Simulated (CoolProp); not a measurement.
Vapour-liquid equilibrium of fluoroethane (R161) (1) + R1234yf (2) at 1.91 MPa; x and y are mole fractions of (1).

The numbers come from the multi-fluid Helmholtz-energy mixture model, Wu 2012 and Lemmon 2022; pair parameters Bell 2016 in CoolProp.

Q: Give the bubble temperature and the first vapour's composition at x = 0.5, 0.65, 0.8. Is there an azeotrope?

A: x = 0.5: 59.3 °C, y = 0.544; x = 0.65: 57.5 °C, y = 0.686; x = 0.8: 56.0 °C, y = 0.823. No azeotrope shows between x = 0.05 and 0.95.

The pair parameters rest on a limited set of measurements; away from them the model extrapolates.
